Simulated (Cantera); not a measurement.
An isothermal, constant-pressure homogeneous reactor starts with 73.5 % NO, 26.5 % N₂, at 2200 K and 4300 Pa.

Computed with Cantera and GRI-Mech 3.0 (53 species, 325 reactions). Radical loss at walls, strong at low pressure, is not modelled.

x: mole fraction; the columns are a selection and need not sum to one.

```tsv
t (s)	x NO	x N₂	x NO₂	x O₂	x N₂O	x O
0.000200	0.735	0.265	1.46e-7	2.38e-7	…	2.08e-5
0.000740	0.735	0.265	1.43e-6	3.45e-6	…	8.22e-5
0.00274	0.735	0.265	8.93e-6	5.67e-5	…	0.000358
0.0101	0.731	0.266	2.93e-5	0.000966	…	0.00133
0.0374	0.714	0.274	4.82e-5	0.00886	…	0.00230
0.138	0.639	0.312	7.82e-5	0.0458	…	0.00339
0.512	0.357	0.452	8.73e-5	0.185	…	0.00582
1.89	0.0466	0.607	1.56e-5	0.339	…	0.00764
7.00	0.0148	0.622	5.08e-6	0.355	…	0.00781
```

### Question
Complete the blanks.

### Answer

- 0.000200, x N₂O: 1.95e-5
- 0.000740, x N₂O: 6.57e-5
- 0.00274, x N₂O: 0.000174
- 0.0101, x N₂O: 0.000235
- 0.0374, x N₂O: 0.000194
- 0.138, x N₂O: 0.000136
- 0.512, x N₂O: 3.35e-5
- 1.89, x N₂O: 5.90e-7
- 7.00, x N₂O: 1.51e-7
